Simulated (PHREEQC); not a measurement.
Dissolve 0.011 mol HF and 0.18 mol NH4F per kg of water at 20 °C. Closed to the air; pH follows from the charge balance.

Equilibrium calculation in PHREEQC: ion-association model, phreeqc.dat.

This is a speciation only: nothing precipitates in the calculation.

Order these F species by the share of F that they hold, largest first: HF2-, F-, HF.

F- (92 %), HF2- (4.5 %), HF (3.5 %)

The pH is 4.40 and the ionic strength 0.180 mol/kgw.
